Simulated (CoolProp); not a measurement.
R1233zd(E) along the isotherm 419.6 K: density (kg/m³) from the reference equation and from simpler models built on Tc = 438.9 K, pc = 3.583 MPa, ω = 0.304; each cubic takes its own stable root.

Model: reference Helmholtz-energy equation of state, Akasaka 2022, in CoolProp.

```tsv
p (MPa)	phase	reference	van der Waals	Redlich-Kwong	Peng-Robinson
1.63	gas	78.54	74.11	76.75	79.12
3.26	liquid	861.1	515.6	669.0	790.0
4.89	liquid	904.2	584.1	743.9	858.5
6.51	liquid	933.3	619.2	789.5	903.7
8.14	liquid	956.0	644.1	823.9	938.7
9.77	liquid	974.8	663.6	851.6	967.3
11.4	liquid	991.0	679.7	875.1	991.7
13	liquid	1005	693.2	895.1	1013
14.7	liquid	1019	705.6	913.9	1032
16.3	liquid	1030	716.0	929.7	1049
17.9	liquid	1041	725.4	944.1	1064
```
